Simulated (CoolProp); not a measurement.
Vapour-liquid equilibrium of R114 (1) + R113 (2) at 6.49 bar; x and y are mole fractions of (1).

Computed with CoolProp (multi-fluid Helmholtz-energy mixture model, Platzer 1990 and Marx 1992; pair parameters Bell 2016). This equation is an older, rougher fit; its heat capacities, sound speeds and derivatives of the liquid may be far off and weren't checked against measurements.

```tsv
x	bubble temperature (°C)	y at the bubble point	dew temperature at overall composition x (°C)	liquid density (mol/L)
0.05	113.7	0.116	116.0	7.076
0.2	102.5	0.396	110.6	?
0.35	92.9	0.596	?	7.368
0.5	84.7	?	97.7	7.482
0.65	?	0.842	?	7.576
0.8	71.6	0.921	80.7	7.653
0.95	66.2	0.982	69.1	7.716
```

Complete the blanks.


- 0.2, liquid density (mol/L): 7.233
- 0.35, dew temperature at overall composition x (°C): 104.5
- 0.5, y at the bubble point: 0.738
- 0.65, bubble temperature (°C): 77.7
- 0.65, dew temperature at overall composition x (°C): 89.9

No azeotrope shows between x = 0.05 and 0.95.

The pair parameters rest on a limited set of measurements; away from them the model extrapolates.
